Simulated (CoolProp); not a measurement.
Aqueous ethanol as a coolant, at 7 °C, 1 atm.

Values from CoolProp's Melinder's fits for secondary coolants.

```json
[
 {"mass %": "2.2", "freezing point (°C)": "-0.9", "viscosity (mPa s)": "1.59", "density (kg/m³)": "995.6", "Prandtl number": "12.1", "conductivity (W/(m K))": "0.560"},
 {"mass %": "7.1", "freezing point (°C)": "-2.9", "viscosity (mPa s)": "2.09", "density (kg/m³)": "988.0", "Prandtl number": "17.1", "conductivity (W/(m K))": "0.530"},
 {"mass %": "12", "freezing point (°C)": "-5.5", "viscosity (mPa s)": "2.67", "density (kg/m³)": "(withheld)", "Prandtl number": "23.4", "conductivity (W/(m K))": "0.500"},
 {"mass %": "16.9", "freezing point (°C)": "-8.7", "viscosity (mPa s)": "3.30", "density (kg/m³)": "977.1", "Prandtl number": "30.7", "conductivity (W/(m K))": "0.472"},
 {"mass %": "21.7", "freezing point (°C)": "-12.5", "viscosity (mPa s)": "3.89", "density (kg/m³)": "971.9", "Prandtl number": "37.9", "conductivity (W/(m K))": "0.445"},
 {"mass %": "26.6", "freezing point (°C)": "-16.9", "viscosity (mPa s)": "(withheld)", "density (kg/m³)": "966.1", "Prandtl number": "44.7", "conductivity (W/(m K))": "0.419"},
 {"mass %": "31.5", "freezing point (°C)": "-21.6", "viscosity (mPa s)": "(withheld)", "density (kg/m³)": "959.2", "Prandtl number": "50.1", "conductivity (W/(m K))": "0.395"},
 {"mass %": "36.4", "freezing point (°C)": "-26.2", "viscosity (mPa s)": "4.96", "density (kg/m³)": "951.2", "Prandtl number": "53.8", "conductivity (W/(m K))": "0.372"},
 {"mass %": "41.2", "freezing point (°C)": "(withheld)", "viscosity (mPa s)": "5.00", "density (kg/m³)": "942.3", "Prandtl number": "55.9", "conductivity (W/(m K))": "(withheld)"},
 {"mass %": "46.1", "freezing point (°C)": "-34.7", "viscosity (mPa s)": "4.92", "density (kg/m³)": "932.3", "Prandtl number": "56.7", "conductivity (W/(m K))": "0.330"}
]
```

Task: Some entries are withheld; supply them.

Result: 
- 12, density (kg/m³): 982.2
- 26.6, viscosity (mPa s): 4.40
- 31.5, viscosity (mPa s): 4.76
- 41.2, freezing point (°C): -30.6
- 41.2, conductivity (W/(m K)): 0.350
